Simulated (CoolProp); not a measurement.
Vapour-liquid equilibrium of n-heptane (1) + n-dodecane (2) at 0.17 bar; x and y are mole fractions of (1).

Computed with CoolProp (multi-fluid Helmholtz-energy mixture model, Span 2003 and Lemmon 2004; pair parameters Bell 2016).

| x | bubble temperature (°C) | y at the bubble point | dew temperature at overall composition x (°C) | liquid density (mol/L) |
|---|---|---|---|---|
| 0.05 | 129.5 | 0.592 | 151.7 | 3.988 |
| 0.125 | 105.9 | 0.860 | 149.4 | 4.212 |
| 0.2 | 91.3 | 0.937 | 146.9 | 4.405 |
| 0.275 | 81.3 | 0.966 | 144.3 | 4.585 |
| 0.35 | 74.1 | 0.980 | 141.3 | 4.762 |
| 0.425 | 68.5 | 0.987 | 138.1 | 4.940 |
| 0.5 | 64.1 | 0.991 | 134.6 | 5.123 |
| 0.575 | 60.5 | 0.994 | 130.6 | 5.312 |
| 0.65 | 57.5 | 0.996 | 125.9 | 5.509 |
| 0.725 | 54.9 | 0.997 | 120.3 | 5.716 |
| 0.8 | 52.7 | 0.998 | 113.3 | 5.935 |
| 0.875 | 50.6 | 0.999 | 103.7 | 6.167 |
| 0.95 | 48.7 | 1.000 | 87.3 | 6.415 |

No azeotrope shows between x = 0.05 and 0.95.

The pair parameters rest on a limited set of measurements; away from them the model extrapolates. The gap from Raoult's law changes sign with composition, which may be real or a fault of the pair parameters; it wasn't checked against measurements.
